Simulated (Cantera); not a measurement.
Gas mixture: O2 : N2O = 0.92 : 0.54 (molar parts), at 9.18 atm, frozen composition.

Cantera's kinetic-theory transport with the Lennard-Jones parameters of GRI-Mech 3.0, ideal gas; thermal conductivity in the multicomponent form. The composition is frozen, though it would react at the higher temperatures.

One state of this run: ρ (kg/m³) = 4.08; cp (J/kg/K) = 1164; μ (µPa s) = 44.5; λ (mW/m/K) = 71.2; Pr = 0.727; D (cm²/s) CH4 = 0.180; D (cm²/s) CO2 = 0.127; D (cm²/s) H2 = 0.617. D: mixture-averaged diffusion coefficient of that species in the mixture.

Question: Which value of T (K) does it belong to?
(A) 700
(B) 850
(C) 400
(D) 1000

Answer: D, 1000
